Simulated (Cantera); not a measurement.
Mixture: CH4 : O2 : N2 = 1 : 3.51 : 15.4 (molar parts), at 5.00 bar, adiabatic and at constant volume. Ignition delay is the time to a rise of 400 K.

Cantera simulation using GRI-Mech 3.0 (53 species, 325 reactions); the numbers are that mechanism's predictions, not measurements.

Problem. What does this change do: 1.4 parts H2 added?

Solution. 
| quantity | before | after |
|---|---|---|
| delay at 1050 K | 70.7 ms | 3.70 ms |
| delay at 1100 K | 33.2 ms | 0.981 ms |
| delay at 1150 K | 16.4 ms | 0.366 ms |
| delay at 1200 K | 8.42 ms | 0.190 ms |
| delay at 1250 K | 4.48 ms | 0.115 ms |
| delay at 1300 K | 2.45 ms | 76.2 µs |
| apparent activation energy between 1200 and 1300 K | 160 kJ/mol | 120 kJ/mol |

Problem. What does this change do: N2 15.4 to 28 parts?

Solution. 
```tsv
quantity	before	after
delay at 1050 K	70.7 ms	0.121 s
delay at 1100 K	33.2 ms	57.8 ms
delay at 1150 K	16.4 ms	28.9 ms
delay at 1200 K	8.42 ms	15.0 ms
delay at 1250 K	4.48 ms	8.03 ms
delay at 1300 K	2.45 ms	4.41 ms
apparent activation energy between 1200 and 1300 K	160 kJ/mol	160 kJ/mol
```
